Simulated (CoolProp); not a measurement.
Properties of the fluoroketone C6F12O (FK-5-1-12) along the isotherm 500 K (Tc = 441.8 K, pc = 1869 kPa, ω = 0.471).

Computed with CoolProp (reference Helmholtz-energy equation of state, McLinden 2015).

```tsv
p (kPa)	phase	Z	Joule-Thomson coefficient (K/MPa)	isothermal compressibility (1/MPa)	expansivity (1/kK)	fugacity coefficient
359	gas	0.9573	5.832	2.911	2.358	0.9584
719	gas	0.9134	[?]	[?]	2.806	0.9180
1080	gas	0.8678	6.588	1.075	3.380	0.8786
1440	gas	0.8202	7.050	0.8597	4.127	0.8404
1800	gas	0.7702	7.545	0.7398	5.112	0.8031
2160	supercritical	0.7182	8.018	0.6668	6.406	0.7666
2520	supercritical	0.6653	8.373	0.6171	[?]	0.7311
2880	supercritical	0.6136	8.475	0.5741	10.00	[?]
3230	supercritical	0.5676	8.183	0.5231	11.87	0.6648
3590	supercritical	0.5296	7.323	0.4445	12.95	0.6338
3950	supercritical	0.5054	6.034	0.3451	12.52	0.6052
4310	supercritical	0.4952	4.775	0.2566	11.16	0.5793
4670	supercritical	0.4952	3.791	0.1929	9.742	0.5563
```

Some entries are withheld; supply them.


- 719, Joule-Thomson coefficient (K/MPa): 6.181
- 719, isothermal compressibility (1/MPa): 1.526
- 2520, expansivity (1/kK): 8.055
- 2880, fugacity coefficient: 0.6968
